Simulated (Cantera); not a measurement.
A perfectly stirred reactor is fed with NH3 : N2 = 1 : 0.55 (molar parts), at 0.0640 bar; it is held at 2225 K, and followed from long to short residence time.

Model: the gas-phase N/H chemistry of the illustrative SiF4/NH3 mechanism in the Surface Chemkin manual (1991), integrated in Cantera. Walls and surfaces, which speed up NH3 decomposition in real reactors, are not modelled.

x: mole fraction; the columns are a selection and need not sum to one.

| τ (s) | x NH3 | x H2 | x N | x H | x N2H4 | x N2 | x NH2 |
|---|---|---|---|---|---|---|---|
| 18 | 0.000195 | 0.576 | 1.46e-5 | 0.0151 | 1.45e-12 | 0.409 | 1.59e-5 |
| 4.5 | 0.00289 | 0.581 | 8.16e-6 | 0.00513 | 3.62e-11 | 0.410 | 7.93e-5 |
| 1.1 | 0.0226 | 0.566 | 5.28e-6 | 0.00220 | 4.30e-10 | 0.409 | 0.000273 |
| 0.28 | [?] | [?] | 4.95e-6 | [?] | [?] | 0.404 | [?] |
| 0.069 | 0.246 | 0.362 | 4.49e-6 | 0.000656 | 1.10e-8 | 0.389 | 0.00138 |
| 0.017 | [?] | [?] | [?] | [?] | [?] | 0.370 | [?] |
| 0.0043 | 0.587 | 0.0507 | 1.30e-6 | 8.55e-5 | 4.68e-8 | 0.359 | 0.00284 |
| 0.0011 | 0.630 | 0.0114 | 2.96e-7 | 2.28e-5 | 4.75e-8 | 0.355 | 0.00287 |
| 0.00027 | 0.642 | 0.00162 | 4.77e-8 | 5.21e-6 | 1.73e-8 | 0.355 | 0.00173 |

Task: Some entries are withheld; supply them.

Result: 
- 0.28, x NH3: 0.0860
- 0.28, x H2: 0.508
- 0.28, x H: 0.00127
- 0.28, x N2H4: 2.56e-9
- 0.28, x NH2: 0.000665
- 0.017, x NH3: 0.461
- 0.017, x H2: 0.166
- 0.017, x N: 3.17e-6
- 0.017, x H: 0.000263
- 0.017, x N2H4: 2.85e-8
- 0.017, x NH2: 0.00222
